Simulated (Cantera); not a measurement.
**Stirred combustor or abatement burner**

A perfectly stirred reactor is fed with CH4 : O2 : N2 = 1 : 3.85 : 14.5 (molar parts), equivalence ratio 0.52, at 0.460 bar; it is adiabatic with a 350 K inlet, and is followed from long to short residence time, starting on the burning branch (τ in s: 0.051, 0.025, 0.013, 0.0062, 0.003, 0.0015, 0.00074, 0.00037, 0.00018, 8.9e-05, 4.4e-05).

Detailed kinetics in Cantera: GRI-Mech 3.0 (53 species, 325 reactions).

```
τ (s)    T (K)     x CH4    x O2    x HCO   x C2H6    x NO2    x CH3   x C2H4
-------  -----  --------  ------  -------  -------  -------  -------  -------
0.051     1541   4.22e-5  0.0957  6.61e-8  1.56e-9  3.83e-9  5.11e-6  6.25e-9
0.025     1533   6.68e-5  0.0959  1.39e-7  2.62e-9  2.81e-9  7.42e-6  9.44e-9
0.013     1521  0.000103  0.0962  2.74e-7  4.35e-9  2.19e-9  1.05e-5  1.41e-8
0.0062    1502  0.000174  0.0968  5.84e-7  8.52e-9  1.73e-9  1.59e-5  2.40e-8
0.0030    1471  0.000310  0.0982  1.21e-6  2.03e-8  1.37e-9  2.52e-5  4.94e-8
0.0015    1424  0.000622   0.101  2.40e-6  7.26e-8  1.00e-9  4.37e-5  1.44e-7
0.00074    350    0.0517   0.199   <1e-12   <1e-12   <1e-12   <1e-12   <1e-12
0.00037    350    0.0517   0.199   <1e-12   <1e-12   <1e-12   <1e-12   <1e-12
0.00018    350    0.0517   0.199   <1e-12   <1e-12   <1e-12   <1e-12   <1e-12
8.9e-5     350    0.0517   0.199   <1e-12   <1e-12   <1e-12   <1e-12   <1e-12
4.4e-5     350    0.0517   0.199   <1e-12   <1e-12   <1e-12   <1e-12   <1e-12
```
x: mole fraction; the columns are a selection and need not sum to one.
